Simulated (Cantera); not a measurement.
An adiabatic, constant-pressure homogeneous reactor starts with CH3OH : O2 : N2 = 1 : 4.17 : 15.7 (molar parts), equivalence ratio 0.36, at 1325 K and 1800000 Pa. Integrator tolerance rtol = 1e-08.

Computed with Cantera and GRI-Mech 3.0 (53 species, 325 reactions). GRI-Mech 3.0 was tuned for natural gas; its chemistry of methanol as a main component is partial and can be far from experiment. The pressure lies above the range GRI-Mech 3.0 was tuned for (to about 10 atm).

**Question.** What does this change do: CH3OH 1 to 2.1 parts?

**Answer.** 
```csv
quantity,before,after
time of steepest temperature rise,0.197 ms,0.161 ms
temperature at 1.00 s,2129 K,2673 K
equilibrium temperature,2129 K,2673 K
x(CH3OH) at 1.00 s,<1e-12 (gas-phase equilibrium <1e-12),<1e-12 (gas-phase equilibrium <1e-12)
x(O2) at 1.00 s,0.121 (gas-phase equilibrium 0.121),0.0401 (gas-phase equilibrium 0.0401)
x(NO) at 1.00 s,0.00783 (gas-phase equilibrium 0.00783),0.0123 (gas-phase equilibrium 0.0123)
x(N2O) at 1.00 s,1.78e-6 (gas-phase equilibrium 1.78e-6),2.69e-6 (gas-phase equilibrium 2.69e-6)
x(C2H4) at 1.00 s,<1e-12 (gas-phase equilibrium <1e-12),<1e-12 (gas-phase equilibrium <1e-12)
```
